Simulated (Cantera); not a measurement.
Feed: 1 mol C₂F₆, 0.23 mol HCl, equilibrated at 390 Torr.

These are equilibrium values from Cantera (NASA tables, ideal gas, pure condensed phases), not measurements of a reactor. Candidate condensed phases: C, C₆H₆, C₇H₈, C₈H₁₈; 118 gas species. The feed counts by its element totals alone. The tables' values for C₂F₄ are old estimates; treat these amounts as uncertain. Gases not in the tables: C₂F₆ and larger saturated fluorocarbons. Equilibrium is a limit: real reactors are often held back by kinetics, nucleation or transport.

log p: log10 of the partial pressure in bar; n: condensed amount in mol.

| T (°C) | log p CF₄ | log p CF₂ | log p F | log p HF | log p Cl | log p HCl | log p Cl₂ | log p CF₃ | log p CClF₃ | n C(graphite) |
|---|---|---|---|---|---|---|---|---|---|---|
| 950 | -0.37 | -6.77 | -8.29 | -1.32 | -3.10 | -1.69 | -1.75 | -6.58 | -1.96 | 0.531 |
| 1150 | -0.38 | -5.09 | -6.40 | -1.26 | -2.32 | -1.91 | -1.71 | -5.22 | -1.98 | 0.538 |
| 1350 | -0.39 | -3.83 | -4.97 | -1.23 | -1.79 | -2.15 | -1.78 | -4.20 | -2.04 | 0.543 |
| 1550 | -0.40 | -2.85 | -3.85 | -1.21 | -1.46 | -2.43 | -2.01 | -3.40 | -2.18 | 0.546 |
| 1750 | -0.41 | -2.08 | -2.96 | -1.21 | -1.30 | -2.78 | -2.42 | -2.78 | -2.41 | 0.537 |
| 1950 | -0.45 | -1.46 | -2.23 | -1.22 | -1.26 | -3.15 | -2.92 | -2.29 | -2.70 | (withheld) |
| 2150 | -0.56 | -0.99 | -1.64 | -1.27 | -1.28 | -3.53 | -3.46 | -1.94 | -3.06 | (withheld) |
| 2350 | -0.85 | -0.68 | -1.19 | -1.36 | -1.37 | -3.93 | -4.05 | -1.79 | -3.58 | (withheld) |

### Question
Fill in the missing entries.

### Answer

- 1950, n C(graphite): 0.489
- 2150, n C(graphite): 0.348
- 2350, n C(graphite): 0.0639
